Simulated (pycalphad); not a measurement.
Computed with pycalphad from the COST 507 light-alloy database (1999), at 1 atm. The database dates from 1999; later assessments differ in places, in temperatures and in the compounds included. Kinetics are ignored, which matters at the lower temperatures.

Molar enthalpy of Ti-0.3566B (wt.%) in equilibrium (SER reference):

```csv
T (K),H (kJ/mol),phases
2850,110.21,liquid
2650,101.00,liquid
2450,91.79,liquid
2250,82.58,liquid
2050,73.37,liquid
1950,68.76,liquid
1850,54.99,bcc + liquid
1750,46.07,bcc + BM
1650,42.64,bcc + BM
1450,36.14,bcc + BM
1250,30.02,bcc + BM
1050,19.63,hcp + BM
850,13.17,hcp + BM
650,7.08,hcp + BM
```

Cooling from 1950 K to 1750 K, across the freezing range, releases 22.7 kJ/mol, or 480 J/g. The slope is 46 J/(mol K) in the liquid and 34 J/(mol K) just below the solidus, where it includes any heat of precipitation. Liquidus 1908 K, solidus 1814 K. Changes were sought between steps of 100 K, so a narrower field can be missed.

Database names, with the compositions (at.%) that they take in these runs: BM: Ti 50 B 50.
